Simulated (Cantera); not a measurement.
## Iron carbonyl, mercury and lead vapours: Fe(CO)5 + H2 + N2

Feed: 1 mol Fe(CO)5, 0.066 mol H2, 6.7 mol N2, at 1.00 bar.

Equilibrium computed with Cantera from the NASA thermochemical tables; the gas is ideal and each condensed phase is pure. Candidate condensed phases: C, C6H6, C7H8, C8H18, Fe, Fe(CO)5, FeO, Fe(OH)2, Fe(OH)3, Fe2O3, Fe3O4, H2O; 140 gas species. Iron dissolves carbon and melts from about 1420 K in contact with it, which pure phases cannot show. Condensed phases not in the tables: cementite and carbon dissolved in iron. Equilibrium is a limit: real reactors are often held back by kinetics, nucleation or transport.

From 727 °C to 877 °C the condensed part is C(graphite) + Fe(α). From 927 °C to 1227 °C the condensed part is C(graphite) + Fe(γ). From 1277 °C to 1327 °C the condensed part is Fe(γ).

```json
[
 {"T (°C)": "727", "x N2": "0.605", "x CO": "0.328", "x CO2": "0.0611", "x H2": "0.00527", "x H2O": "0.000683", "x HCN": "2.93e-7", "x H": "1.65e-10", "x CH4": "2.65e-6", "n C(graphite)": "0.685", "n Fe(α)": "1.00", "n Fe(γ)": "0"},
 {"T (°C)": "777", "x N2": "0.587", "x CO": "0.377", "x CO2": "0.0304", "x H2": "0.00541", "x H2O": "0.000370", "x HCN": "6.27e-7", "x H": "5.96e-10", "x CH4": "1.67e-6", "n C(graphite)": "0.351", "n Fe(α)": "1.00", "n Fe(γ)": "0"},
 {"T (°C)": "827", "x N2": "0.578", "x CO": "0.402", "x CO2": "0.0143", "x H2": "0.00549", "x H2O": "0.000198", "x HCN": "1.25e-6", "x H": "1.92e-9", "x CH4": "1.08e-6", "n C(graphite)": "0.168", "n Fe(α)": "1.00", "n Fe(γ)": "0"},
 {"T (°C)": "877", "x N2": "0.573", "x CO": "0.414", "x CO2": "0.00677", "x H2": "0.00554", "x H2O": "0.000108", "x HCN": "2.36e-6", "x H": "5.55e-9", "x CH4": "7.18e-7", "n C(graphite)": "0.0803", "n Fe(α)": "1.00", "n Fe(γ)": "0"},
 {"T (°C)": "927", "x N2": "0.571", "x CO": "0.420", "x CO2": "0.00333", "x H2": "0.00556", "x H2O": "6.06e-5", "x HCN": "4.20e-6", "x H": "1.47e-8", "x CH4": "4.89e-7", "n C(graphite)": "0.0397", "n Fe(α)": "0", "n Fe(γ)": "1.00"},
 {"T (°C)": "977", "x N2": "0.570", "x CO": "0.422", "x CO2": "0.00172", "x H2": "0.00558", "x H2O": "3.55e-5", "x HCN": "7.15e-6", "x H": "3.61e-8", "x CH4": "3.42e-7", "n C(graphite)": "0.0205", "n Fe(α)": "0", "n Fe(γ)": "1.00"},
 {"T (°C)": "1027", "x N2": "0.570", "x CO": "0.423", "x CO2": "0.000928", "x H2": "0.00559", "x H2O": "2.16e-5", "x HCN": "1.17e-5", "x H": "8.27e-8", "x CH4": "2.45e-7", "n C(graphite)": "0.0110", "n Fe(α)": "0", "n Fe(γ)": "1.00"},
 {"T (°C)": "1077", "x N2": "0.570", "x CO": "0.424", "x CO2": "0.000525", "x H2": "0.00559", "x H2O": "1.36e-5", "x HCN": "1.84e-5", "x H": "1.78e-7", "x CH4": "1.80e-7", "n C(graphite)": "0.00611", "n Fe(α)": "0", "n Fe(γ)": "1.00"},
 {"T (°C)": "1127", "x N2": "0.570", "x CO": "0.424", "x CO2": "0.000309", "x H2": "0.00559", "x H2O": "8.83e-6", "x HCN": "2.80e-5", "x H": "3.64e-7", "x CH4": "1.35e-7", "n C(graphite)": "0.00340", "n Fe(α)": "0", "n Fe(γ)": "1.00"},
 {"T (°C)": "1177", "x N2": "0.570", "x CO": "0.425", "x CO2": "0.000189", "x H2": "0.00558", "x H2O": "5.92e-6", "x HCN": "4.14e-5", "x H": "7.07e-7", "x CH4": "1.03e-7", "n C(graphite)": "0.00180", "n Fe(α)": "0", "n Fe(γ)": "1.000"},
 {"T (°C)": "1227", "x N2": "0.569", "x CO": "0.425", "x CO2": "0.000120", "x H2": "0.00557", "x H2O": "4.07e-6", "x HCN": "5.96e-5", "x H": "1.31e-6", "x CH4": "7.99e-8", "n C(graphite)": "0.000742", "n Fe(α)": "0", "n Fe(γ)": "1.000"},
 {"T (°C)": "1277", "x N2": "0.569", "x CO": "0.425", "x CO2": "8.03e-5", "x H2": "0.00556", "x H2O": "2.94e-6", "x HCN": "8.14e-5", "x H": "2.35e-6", "x CH4": "6.12e-8", "n C(graphite)": "0", "n Fe(α)": "0", "n Fe(γ)": "1.000"},
 {"T (°C)": "1327", "x N2": "0.569", "x CO": "0.425", "x CO2": "7.72e-5", "x H2": "0.00556", "x H2O": "3.04e-6", "x HCN": "7.83e-5", "x H": "4.06e-6", "x CH4": "3.44e-8", "n C(graphite)": "0", "n Fe(α)": "0", "n Fe(γ)": "1.000"}
]
```
x: gas mole fraction; n: condensed amount in mol.
